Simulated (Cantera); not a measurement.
Low-pressure radical oxidation in H2/O2

An isothermal, constant-pressure homogeneous reactor starts with H2 : O2 = 0.28 : 1 (molar parts), equivalence ratio 0.14, at 1150 K and 1.65 Torr.

Computed with Cantera and GRI-Mech 3.0 (53 species, 325 reactions). Radical loss at walls, strong at low pressure, is not modelled. The temperature is held fixed by assumption; the heat of reaction is taken as removed at once.

| t (s) | x H2 | x O2 | x OH | x H2O2 | x H2O | x HO2 | x H |
|---|---|---|---|---|---|---|---|
| 0.000500 | 0.219 | 0.781 | 1.28e-9 | 2.24e-12 | 2.43e-9 | 4.82e-9 | 5.20e-9 |
| 0.00152 | 0.219 | 0.781 | 1.60e-8 | 2.05e-11 | 6.75e-8 | 1.46e-8 | 5.31e-8 |
| 0.00460 | 0.219 | 0.781 | 8.01e-6 | 2.06e-10 | 4.06e-5 | 6.42e-8 | 2.60e-5 |
| 0.0140 | 0.0115 | 0.662 | 0.00902 | 4.74e-8 | 0.161 | 1.59e-6 | 0.0849 |
| 0.0423 | 0.00950 | 0.666 | 0.00835 | 4.50e-8 | 0.170 | 1.64e-6 | 0.0754 |
| 0.128 | 0.00808 | 0.686 | 0.00781 | 5.40e-8 | 0.188 | 1.75e-6 | 0.0541 |
| 0.389 | 0.00430 | 0.723 | 0.00584 | 7.46e-8 | 0.222 | 1.86e-6 | 0.0183 |
| 1.18 | 0.000737 | 0.749 | 0.00245 | 7.62e-8 | 0.242 | 1.29e-6 | 0.00121 |
| 3.58 | 6.66e-5 | 0.754 | 0.000738 | 3.44e-8 | 0.245 | 3.44e-7 | 3.26e-5 |
| 10.9 | 8.45e-6 | 0.754 | 0.000264 | 1.17e-8 | 0.245 | 6.44e-8 | 1.48e-6 |
| 33.0 | 1.61e-6 | 0.754 | 0.000115 | 3.99e-9 | 0.246 | 1.49e-8 | 1.24e-7 |
| 100 | 3.89e-7 | 0.754 | 5.68e-5 | 1.37e-9 | 0.246 | 5.35e-9 | 1.48e-8 |
x: mole fraction; the columns are a selection and need not sum to one.

Equilibrium at this temperature and pressure: H2 2.61e-8, O2 0.754, OH 1.47e-5, H2O2 1.50e-10, H2O 0.246, HO2 6.65e-9, H 2.59e-10 (gas phase only).
